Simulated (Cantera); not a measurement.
A perfectly stirred reactor is fed with 4.36 % CH4, 0.244 % CO, 17.7 % O2, 77.7 % N2, equivalence ratio 0.50, at 9.87 atm; it is adiabatic with a 750 K inlet, and is followed from long to short residence time, starting on the burning branch (τ in s: 0.029, 0.013, 0.0055, 0.0024, 0.001, 0.00044, 0.00019, 8.3e-05, 3.6e-05, 1.6e-05).

Computed with Cantera and GRI-Mech 3.0 (53 species, 325 reactions).

x: mole fraction; the columns are a selection and need not sum to one.

```tsv
τ (s)	T (K)	x CH4	x CO	x O2	x C2H4	x HCO	x H2	x NO
0.029	1742	1.26e-5	0.000167	0.0888	1.01e-8	4.53e-9	…	4.62e-6
0.013	1740	2.29e-5	0.000309	0.0889	2.86e-8	1.00e-8	…	3.91e-6
0.0055	1737	4.29e-5	0.000593	0.0890	8.04e-8	2.37e-8	…	3.55e-6
0.0024	1731	7.91e-5	0.00112	0.0893	2.08e-7	5.49e-8	…	3.24e-6
0.0010	1720	0.000156	0.00222	0.0900	5.78e-7	1.35e-7	…	2.68e-6
0.00044	1697	0.000330	0.00453	0.0915	1.79e-6	3.17e-7	…	1.78e-6
0.00019	750	0.0436	0.00244	0.177	<1e-12	<1e-12	<1e-12	<1e-12
8.3e-5	750	0.0436	0.00244	0.177	<1e-12	<1e-12	<1e-12	<1e-12
3.6e-5	750	0.0436	0.00244	0.177	<1e-12	<1e-12	<1e-12	<1e-12
1.6e-5	750	0.0436	0.00244	0.177	<1e-12	<1e-12	<1e-12	<1e-12
```

Some entries are withheld; supply them.


- 0.029, x H2: 1.25e-5
- 0.013, x H2: 2.09e-5
- 0.0055, x H2: 3.75e-5
- 0.0024, x H2: 6.77e-5
- 0.0010, x H2: 0.000131
- 0.00044, x H2: 0.000260
